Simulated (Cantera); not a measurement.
Feed: 1 mol AlN, a varied amount of H₂, held at 1950 K and 1.20 Pa.

Cantera equilibrium calculation (NASA polynomials, part measured and part estimated; ideal gas, pure solids and liquids). Candidate condensed phases: Al, AlN; 13 gas species. Equilibrium is a limit: real reactors are often held back by kinetics, nucleation or transport.

**Question.** At 28 mol H₂, list the 5 most abundant gas species with their mole fractions, and the condensed phases.

**Answer.** H₂ 0.683, H 0.273, Al 0.0292, N₂ 0.0146, AlH 2.62e-5. Condensed: gas only.
